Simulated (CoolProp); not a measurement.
Octamethyltrisiloxane (MDM) along the isotherm 301.85 °C: density (kg/m³) from the reference equation and from simpler models built on Tc = 292.2 °C, pc = 1438 kPa, ω = 0.528; each cubic takes its own stable root.

The numbers come from the reference Helmholtz-energy equation of state, Thol 2017 in CoolProp.

```tsv
p (kPa)	phase	reference
22.7	gas	1.129
33.4	gas	1.665
49	gas	2.451
71.9	gas	3.614
106	gas	5.370
155	gas	7.943
227	gas	11.84
334	gas	17.91
490	gas	27.45
719	gas	43.45
1060	gas	74.59
1550	supercritical	182.0
2270	supercritical	418.5
3340	supercritical	468.0
4900	supercritical	503.6
7190	supercritical	535.3
```

Q: How far does each simpler model (van der Waals, Redlich-Kwong, Soave-Redlich-Kwong, Peng-Robinson) lie from the reference over these 16 states: mean and median of the absolute difference, and the worst?

A: 
- van der Waals: mean 8.1 %, median 1.0 %, worst -26.9 % at 301.85 °C and 3340 kPa
- Redlich-Kwong: mean 2.9 %, median 0.2 %, worst -13.5 % at 301.85 °C and 2270 kPa
- Soave-Redlich-Kwong: mean 3.4 %, median 0.1 %, worst -16.2 % at 301.85 °C and 2270 kPa
- Peng-Robinson: mean 1.6 %, median 0.9 %, worst -7.6 % at 301.85 °C and 2270 kPa
